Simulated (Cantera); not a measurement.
Charge: 1 mol MgSO4, 5.5 mol CO2, 2.3 mol H2O, equilibrated at 1 atm.

Equilibrium computed with Cantera from the NASA thermochemical tables; the gas is ideal and each condensed phase is pure. Candidate condensed phases: C, C6H6, C7H8, C8H18, H2O, H2SO4, Mg, MgCO3, MgO, Mg(OH)2, MgS, MgSO4, S; 130 gas species. The numbers say what is thermodynamically allowed, not how fast it happens. All values below are at 1900 K.

Base state: CO2 0.589, H2O 0.246, SO2 0.107, O2 0.0540, CO 0.00138, OH 0.00136, SO3 0.000189, H2 0.000137 (mole fractions); condensed: MgO(s).

**Question.** What changes in the equilibrium state with this change: H2O from 2.3 to 0.023 mol?

**Answer.** 
```
species        before     after
-----------  --------  --------
CO2             0.589     0.781
SO2             0.107     0.142
O2             0.0540    0.0717
H2O             0.246   0.00319
H2           0.000137   1.54e-6
OH            0.00136  0.000166
SO3          0.000189  0.000289
O             6.89e-5   7.94e-5
MgO(s), mol     1.000      1.00
```
